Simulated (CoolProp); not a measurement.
500 sccm (0 °C, 1 atm) of nitrogen bubbles through liquid octamethylcyclotetrasiloxane (D4) at 360.4 K and leaves saturated at a total pressure of 0.115 MPa (ideal gas phase). Each further row changes one setting.

Computed with CoolProp (reference Helmholtz-energy equation of state, Thol 2015).

```tsv
case	vapour pressure (kPa)	mole fraction of vapour	delivery (mg/min)	delivery (sccm)	change of delivery for a bath 1 K warmer (%)
as stated	5.04	0.0438	___	___	4.8
bath temperature 365.4 K	6.29	___	383	29.0	4.7
total pressure 0.23 MPa	5.04	___	148	___	4.7
```

### Question
Some entries are withheld; supply them.

### Answer

- as stated, delivery (mg/min): 303
- as stated, delivery (sccm): 22.9
- bath temperature 365.4 K, mole fraction of vapour: 0.0547
- total pressure 0.23 MPa, mole fraction of vapour: 0.0219
- total pressure 0.23 MPa, delivery (sccm): 11.2
